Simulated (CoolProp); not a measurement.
Vapour-liquid equilibrium of propylene (1) + R22 (2) at 220.8 K; x and y are mole fractions of (1).

Model: multi-fluid Helmholtz-energy mixture model, Lemmon 2013 and Kamei 1995; pair parameters Bell 2016, in CoolProp.

```json
[
 {"x": "0.05", "bubble pressure, mixture model (MPa)": "0.06038", "bubble pressure, Raoult's law (MPa)": "0.05831", "y, mixture model": "0.099", "y, Raoult's law": "0.070"},
 {"x": "0.125", "bubble pressure, mixture model (MPa)": "0.06460", "bubble pressure, Raoult's law (MPa)": "0.06012", "y, mixture model": "0.219", "y, Raoult's law": "0.169"},
 {"x": "0.2", "bubble pressure, mixture model (MPa)": "0.06813", "bubble pressure, Raoult's law (MPa)": "0.06193", "y, mixture model": "0.314", "y, Raoult's law": "0.262"},
 {"x": "0.275", "bubble pressure, mixture model (MPa)": "0.07108", "bubble pressure, Raoult's law (MPa)": "0.06375", "y, mixture model": "0.394", "y, Raoult's law": "0.351"},
 {"x": "0.35", "bubble pressure, mixture model (MPa)": "0.07356", "bubble pressure, Raoult's law (MPa)": "0.06556", "y, mixture model": "0.463", "y, Raoult's law": "0.434"},
 {"x": "0.425", "bubble pressure, mixture model (MPa)": "0.07564", "bubble pressure, Raoult's law (MPa)": "0.06738", "y, mixture model": "0.526", "y, Raoult's law": "0.513"},
 {"x": "0.5", "bubble pressure, mixture model (MPa)": "0.07738", "bubble pressure, Raoult's law (MPa)": "0.06919", "y, mixture model": "0.584", "y, Raoult's law": "0.587"},
 {"x": "0.575", "bubble pressure, mixture model (MPa)": "0.07881", "bubble pressure, Raoult's law (MPa)": "0.07100", "y, mixture model": "0.641", "y, Raoult's law": "0.658"},
 {"x": "0.65", "bubble pressure, mixture model (MPa)": "0.07996", "bubble pressure, Raoult's law (MPa)": "0.07282", "y, mixture model": "0.696", "y, Raoult's law": "0.726"},
 {"x": "0.725", "bubble pressure, mixture model (MPa)": "0.08084", "bubble pressure, Raoult's law (MPa)": "0.07463", "y, mixture model": "0.753", "y, Raoult's law": "0.790"},
 {"x": "0.8", "bubble pressure, mixture model (MPa)": "0.08142", "bubble pressure, Raoult's law (MPa)": "0.07645", "y, mixture model": "0.813", "y, Raoult's law": "0.851"},
 {"x": "0.875", "bubble pressure, mixture model (MPa)": "0.08168", "bubble pressure, Raoult's law (MPa)": "0.07826", "y, mixture model": "0.877", "y, Raoult's law": "0.909"},
 {"x": "0.95", "bubble pressure, mixture model (MPa)": "0.08158", "bubble pressure, Raoult's law (MPa)": "0.08008", "y, mixture model": "0.948", "y, Raoult's law": "0.964"}
]
```

The largest gap from Raoult's law is +12.3 % in bubble pressure, at x = 0.425. y crosses x between x = 0.875 and 0.95: the model has an azeotrope there.

Pair parameters are fitted to limited data, so mixtures are less certain than the pure fluids.
